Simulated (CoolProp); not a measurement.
Computed with CoolProp (reference Helmholtz-energy equation of state, Lemmon 2016).

**Question.** Give the vapour pressure (bar), vapour density (kg/m³), liquid cp (kJ/(kg K)), surface tension (mN/m) of saturated R227EA at -3.95 °C.

**Answer.** 
| T (°C) | p (bar) | vapour density (kg/m³) | liquid cp (kJ/(kg K)) | surface tension (mN/m) |
|---|---|---|---|---|
| -3.95 | 1.68 | 13.7 | 1.11 | 10.5 |

Surface tension comes from a separate correlation (Mulero 2012).
